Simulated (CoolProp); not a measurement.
CH3F (R41) at 293.15 K and 1.97 MPa is compressed adiabatically to 5.2 MPa with isentropic efficiency 0.75. Each further row changes one setting.

The numbers come from the reference Helmholtz-energy equation of state, Lemmon 2006 in CoolProp. It is a short technical equation, of lower accuracy than the large ones.

| case | work (kJ/kg) | final temperature (K) | final density (kg/m³) |
|---|---|---|---|
| as stated | 82.1 | 379.0 | (withheld) |
| efficiency 1 | 61.6 | (withheld) | 74.8 |
| efficiency 0.65 | 94.7 | (withheld) | 67.6 |

Some entries are withheld; supply them.


- as stated, final density (kg/m³): 70.2
- efficiency 1, final temperature (K): 367.6
- efficiency 0.65, final temperature (K): 386.3
